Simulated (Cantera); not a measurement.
Input: 1 mol Ta2O5, a varied amount of H2, held at 3.00 bar.

Method: chemical equilibrium by Gibbs-energy minimisation in Cantera with the NASA 1993 tables (ideal gas, pure condensed phases). Candidate condensed phases: H2O, Ta, Ta2O5; 12 gas species. Mutual solubility and eutectic melting of coexisting phases are not modelled. Condensed phases not in the tables: N, O or C dissolved in the metal. Rates play no part.

Stable condensed phases, one row left out:

```
T in °C \ n(H2) in mol
          11  14  19  25  34  45  59  79 100 140 180 240 330
   1277    A   A   A   A   A   A   A   A   A   A   A   A   A
   1252    A   A   A   A   A   A   A   A   A   A   A   A   A
   1227    A   A   A   A   A   A   A   A   A   A   A   A   A
   1202    A   A   A   A   A   A   A   A   A   A   A   A   A
   1177    A   A   A   A   A   A   A   A   A   A   A   A   A
   1152    A   A   A   A   A   A   A   A   A   A   A   A   A
   1127    B   A   A   A   A   A   A   A   A   A   A   A   A
   1102    B   B   A   A   A   A   A   A   A   A   A   A   A
   1052    B   B   B   B   A   A   A   A   A   A   A   A   A
```

A: Ta + Ta2O5; B: Ta2O5.

### Question
Give the row for 1077 °C.

### Answer
11: Ta2O5; 14: Ta2O5; 19: Ta2O5; 25: Ta + Ta2O5; 34: Ta + Ta2O5; 45: Ta + Ta2O5; 59: Ta + Ta2O5; 79: Ta + Ta2O5; 100: Ta + Ta2O5; 140: Ta + Ta2O5; 180: Ta + Ta2O5; 240: Ta + Ta2O5; 330: Ta + Ta2O5.
